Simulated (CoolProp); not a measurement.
Aqueous lithium chloride as a coolant, 21 % by mass, freezing at -48.7 °C, 1 atm.

Values from CoolProp's Melinder's fits for secondary coolants.

```csv
T (°C),density (kg/m³),cp (kJ/(kg K)),viscosity (mPa s),conductivity (W/(m K))
-29.3,1132,2.918,12.4,0.483
-22.6,1131,…,…,0.492
-15.9,1130,3.001,6.64,0.501
-9.3,1129,3.042,5.13,0.510
-2.6,…,3.084,4.06,0.519
4,1126,3.126,3.31,0.528
10.7,1124,3.168,2.76,0.538
17.4,1122,3.210,2.34,0.547
24,1120,3.251,2.03,0.556
30.7,1118,3.292,1.77,0.565
```

Question: What belongs in the gaps?

Answer: 
- -22.6, cp (kJ/(kg K)): 2.959
- -22.6, viscosity (mPa s): 8.91
- -2.6, density (kg/m³): 1127
